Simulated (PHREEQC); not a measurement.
## Brine: speciation

Dissolve 0.69 mol/kgw MgSO4, 0.19 mol/kgw H3BO3 and 0.61 mol/kgw KBr at 25 °C. Closed to the air; pH follows from the charge balance.

Model: Pitzer model, pitzer.dat, run in PHREEQC.

Each row changes one thing in this solution. No solid was allowed to form.

```tsv
case	pH	HSO4- (mol/kgw)	MgOH+ (mol/kgw)	SI of Epsomite (MgSO4:7H2O)	SI of Hexahydrite (MgSO4:6H2O)
as made	4.68	5.89e-5	2.07e-8	-0.94	-1.20
H3BO3 left out	6.48	9.61e-7	1.26e-6	-0.93	-1.19
KBr from 0.61 to 1.22 mol/kgw	4.66	…	…	-0.96	-1.21
KBr left out	4.71	6.64e-5	1.54e-8	-0.88	-1.16
0.098 mol/kgw NaBr added	4.67	…	2.16e-8	-0.94	-1.20
```

Q: Some entries are withheld; supply them.

A: 
- KBr from 0.61 to 1.22 mol/kgw, HSO4- (mol/kgw): 5.45e-5
- KBr from 0.61 to 1.22 mol/kgw, MgOH+ (mol/kgw): 2.79e-8
- 0.098 mol/kgw NaBr added, HSO4- (mol/kgw): 5.83e-5

Complexes and solids missing from the database can't appear. In brines, pH and single-ion activities rest on the MacInnes convention.
